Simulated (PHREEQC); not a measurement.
Metal-bearing waste water: an equilibrium model

Consider water at 25 °C with 8.6 mmol/kgw Pb(NO3)2, 0.038 mmol/kgw NaHCO3 and 50 mmol/kgw Na2SO4. Closed to the air; pH follows from the charge balance.

Equilibrium calculation in PHREEQC: ion-association model, phreeqc.dat.

Each row changes one thing in this solution. This is a speciation only: nothing precipitates in the calculation.

| case | pH | ionic strength (mol/kgw) | Na+ (mol/kgw) | SO4-2 (mol/kgw) | NaSO4- (mol/kgw) | PbSO4 (mol/kgw) | SI of Pb(OH)2 (Pb(OH)2) | SI of Anglesite (PbSO4) |
|---|---|---|---|---|---|---|---|---|
| as made | 5.92 | 0.139 | 0.0942 | 0.0370 | 0.00581 | 0.00513 | +0.57 | +2.76 |
| diluted 100-fold with water | 6.02 | 0.00170 | 0.000998 | 0.000484 | 2.02e-6 | 1.34e-5 | -0.34 | +0.17 |
| NaHCO3 left out | 5.55 | 0.139 | 0.0942 | 0.0370 | 0.00581 | 0.00514 | -0.17 | +2.76 |
| temperature from 25 to 85 °C | 5.87 | 0.139 | 0.0932 | 0.0366 | 0.00682 | 0.00470 | +2.22 | +2.46 |
| temperature from 25 to 75 °C | 5.88 | 0.139 | 0.0933 | 0.0366 | 0.00671 | 0.00479 | +1.99 | +2.51 |

Species that the database lacks are ignored. Some of these states are supersaturated (in Anglesite, Pb(OH)2, for instance). At this temperature some constants are extrapolated from 25 °C, and those without enthalpy data are left unchanged.
